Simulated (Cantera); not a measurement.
# Fluorocarbon and chlorocarbon gases: C₂F₆ + HCl + CH₄

Input: 1 mol C₂F₆, a varied amount of HCl, 0.62 mol CH₄, held at 3548 K and 66.0 mbar.

Method: chemical equilibrium by Gibbs-energy minimisation in Cantera with the NASA 1993 tables (ideal gas, pure condensed phases). Candidate condensed phases: C, C₆H₆, C₇H₈, C₈H₁₈; 118 gas species. The feed counts by its element totals alone. The tables' values for CCl are old estimates; treat these amounts as uncertain. Kinetics and transport are ignored.

```json
[
 {"n(HCl) (mol)": "0.1", "log p F": "-1.53", "log p HF": "-1.72", "log p Cl": "-3.06", "log p H": "-2.41", "log p C₃": "-2.33", "log p CF": "-2.37", "log p C": "-2.70", "log p C₂": "-2.96"},
 {"n(HCl) (mol)": "0.45", "log p F": "-1.58", "log p HF": "-1.71", "log p Cl": "-2.43", "log p H": "-2.34", "log p C₃": "-2.35", "log p CF": "-2.43", "log p C": "-2.71", "log p C₂": "-2.97"},
 {"n(HCl) (mol)": "0.8", "log p F": "-1.63", "log p HF": "-1.70", "log p Cl": "-2.21", "log p H": "-2.27", "log p C₃": "-2.38", "log p CF": "-2.49", "log p C": "-2.72", "log p C₂": "-2.99"},
 {"n(HCl) (mol)": "1.2", "log p F": "-1.69", "log p HF": "-1.69", "log p Cl": "-2.06", "log p H": "-2.21", "log p C₃": "-2.40", "log p CF": "-2.55", "log p C": "-2.73", "log p C₂": "-3.01"},
 {"n(HCl) (mol)": "1.5", "log p F": "-1.73", "log p HF": "-1.69", "log p Cl": "-1.99", "log p H": "-2.17", "log p C₃": "-2.42", "log p CF": "-2.60", "log p C": "-2.73", "log p C₂": "-3.02"},
 {"n(HCl) (mol)": "1.9", "log p F": "-1.78", "log p HF": "-1.69", "log p Cl": "-1.92", "log p H": "-2.12", "log p C₃": "-2.45", "log p CF": "-2.66", "log p C": "-2.74", "log p C₂": "-3.04"},
 {"n(HCl) (mol)": "2.2", "log p F": "-1.82", "log p HF": "-1.69", "log p Cl": "-1.87", "log p H": "-2.08", "log p C₃": "-2.47", "log p CF": "-2.71", "log p C": "-2.75", "log p C₂": "-3.05"},
 {"n(HCl) (mol)": "2.6", "log p F": "-1.86", "log p HF": "-1.70", "log p Cl": "-1.83", "log p H": "-2.04", "log p C₃": "-2.49", "log p CF": "-2.76", "log p C": "-2.76", "log p C₂": "-3.07"}
]
```
log p: log10 of the partial pressure in bar; nothing condenses.

From 0.1 mol HCl to 2.6 mol HCl nothing is condensed. The main C-bearing gas is C₃ throughout.
